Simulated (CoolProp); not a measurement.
Vapour-liquid equilibrium of n-hexane (1) + o-xylene (2) at 22.2 kPa; x and y are mole fractions of (1).

The numbers come from the multi-fluid Helmholtz-energy mixture model, Thol 2019 and Zhou 2012; pair parameters Bell 2016 in CoolProp.

```json
[
 {"x": "0.05", "bubble temperature (K)": "355.3", "y at the bubble point": "0.406", "dew temperature at overall composition x (K)": "366.8", "liquid density (mol/L)": "7.755"},
 {"x": "0.15", "bubble temperature (K)": "338.7", "y at the bubble point": "0.728", "dew temperature at overall composition x (K)": "363.9", "liquid density (mol/L)": "7.829"},
 {"x": "0.25", "bubble temperature (K)": "328.5", "y at the bubble point": "0.846", "dew temperature at overall composition x (K)": "360.8", "liquid density (mol/L)": "7.849"},
 {"x": "0.35", "bubble temperature (K)": "321.6", "y at the bubble point": "0.902", "dew temperature at overall composition x (K)": "357.4", "liquid density (mol/L)": "7.843"},
 {"x": "0.45", "bubble temperature (K)": "316.5", "y at the bubble point": "0.934", "dew temperature at overall composition x (K)": "353.5", "liquid density (mol/L)": "7.821"},
 {"x": "0.55", "bubble temperature (K)": "312.5", "y at the bubble point": "0.955", "dew temperature at overall composition x (K)": "349.0", "liquid density (mol/L)": "7.789"},
 {"x": "0.65", "bubble temperature (K)": "309.2", "y at the bubble point": "0.969", "dew temperature at overall composition x (K)": "343.7", "liquid density (mol/L)": "7.749"},
 {"x": "0.75", "bubble temperature (K)": "306.4", "y at the bubble point": "0.980", "dew temperature at overall composition x (K)": "337.1", "liquid density (mol/L)": "7.704"},
 {"x": "0.85", "bubble temperature (K)": "303.8", "y at the bubble point": "0.989", "dew temperature at overall composition x (K)": "328.1", "liquid density (mol/L)": "7.654"},
 {"x": "0.95", "bubble temperature (K)": "301.5", "y at the bubble point": "0.997", "dew temperature at overall composition x (K)": "313.5", "liquid density (mol/L)": "7.602"}
]
```

No azeotrope shows between x = 0.05 and 0.95.

Pair parameters are fitted to limited data, so mixtures are less certain than the pure fluids.
